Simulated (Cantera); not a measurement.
Adiabatic ignition

An adiabatic, constant-pressure homogeneous reactor starts with CH4 : C2H6 : O2 : N2 : CO2 = 1 : 0.12 : 1.73 : 10.5 : 1.4 (molar parts), equivalence ratio 1.4, at 1425 K and 0.880 bar.

Detailed kinetics in Cantera: GRI-Mech 3.0 (53 species, 325 reactions).

```tsv
t (s)	T (K)	x CH4	x C2H6	x O2	x HCN	x O	x H2O
3.00e-6	1425	0.0678	0.00813	0.117	<1e-12	4.34e-9	3.18e-8
6.83e-6	1425	0.0678	0.00813	0.117	<1e-12	1.19e-8	2.05e-7
1.55e-5	1425	0.0678	0.00811	0.117	<1e-12	3.20e-8	1.28e-6
3.54e-5	1425	0.0678	0.00808	0.117	<1e-12	8.75e-8	8.38e-6
8.05e-5	1424	0.0677	0.00798	0.117	<1e-12	2.58e-7	6.34e-5
0.000183	1425	0.0673	0.00770	0.117	<1e-12	5.70e-7	0.000425
0.000417	1430	0.0655	0.00685	0.115	2.45e-12	1.07e-6	0.00209
0.000949	1540	0.0460	0.00246	0.0954	1.04e-9	1.43e-5	0.0232
0.00216	2294	<1e-12	<1e-12	0.00205	9.00e-11	0.000692	0.128
0.00491	2343	<1e-12	<1e-12	0.000666	3.91e-10	0.000211	0.132
0.0112	2349	<1e-12	<1e-12	0.000501	6.97e-10	0.000158	0.132
0.0255	2348	<1e-12	<1e-12	0.000491	1.02e-9	0.000155	0.132
0.0579	2347	<1e-12	<1e-12	0.000480	1.52e-9	0.000152	0.132
0.132	2346	<1e-12	<1e-12	0.000472	1.90e-9	0.000150	0.132
0.300	2346	<1e-12	<1e-12	0.000471	1.96e-9	0.000150	0.132
```
x: mole fraction; the columns are a selection and need not sum to one.

```yaml
time_of_steepest_temperature_rise: 1.09 ms
temperature at 0.300 s: 2346 K
equilibrium_temperature: 2346 K
x(CH4) at 0.300 s: <1e-12 (gas-phase equilibrium <1e-12)
x(C2H6) at 0.300 s: <1e-12 (gas-phase equilibrium <1e-12)
x(O2) at 0.300 s: 0.000471 (gas-phase equilibrium 0.000471)
```
